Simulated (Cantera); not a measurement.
Charge: 1 mol SiO2, 3.7 mol HBr, 4 mol H2, held at 85.0 Pa.

Equilibrium computed with Cantera from the NASA thermochemical tables; the gas is ideal and each condensed phase is pure. Candidate condensed phases: Br2, H2O, Si, SiO2; 28 gas species. The tables hold silica as quartz up to 1696 K and as liquid above; real silica turns to tridymite and cristobalite and melts near 1996 K. Rates play no part.

Task: Which condensed phases are stable at each of these points (T (K)): 723, 923, 1123, 1323, 1523, 1723, 1923?

Result: 
```
T (K)  condensed phases  Si condensed (%)
-----  ----------------  ----------------
723      SiO2(α-quartz)             100.0
923      SiO2(β-quartz)             100.0
1123     SiO2(β-quartz)             100.0
1323     SiO2(β-quartz)             100.0
1523     SiO2(β-quartz)              98.9
1723    SiO2(condensed)              86.0
1923    SiO2(condensed)               1.7
```

At 723 K the condensed part is SiO2(α-quartz). From 923 K to 1523 K the condensed part is SiO2(β-quartz). From 1723 K to 1923 K the condensed part is SiO2(condensed).
